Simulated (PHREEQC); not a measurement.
# Acid mine or pickling water: speciation

Model water analysis in mmol/kgw, 50 °C, pH 1.84, pe 11.8: Na 2.12; K 2.86; Ca 3.09; Mg 0.722; Cl 3.93; S(6) 18.7; Cu(2) 0.0121; O(0) (counted as O atoms) 0.00366.

Valence states are taken as typed.

All values are PHREEQC results (ion-association model, phreeqc.dat), not measurements.

Precipitation was switched off in this run.

### Question
What ionic strength, charge-balance error, specific conductance does the model give?

### Answer
ionic strength 0.0373 mol/kgw; charge-balance error -2.5 %; specific conductance 11800 µS/cm.

### Question
In which forms is Ca present?

### Answer
Ca+2 71 %, CaSO4 25 %, CaHSO4+ 4.4 % of the Ca.

Species that the database lacks are ignored. Away from 25 °C the constants follow the database's enthalpies or fits; those with neither stay at their 25 °C values.
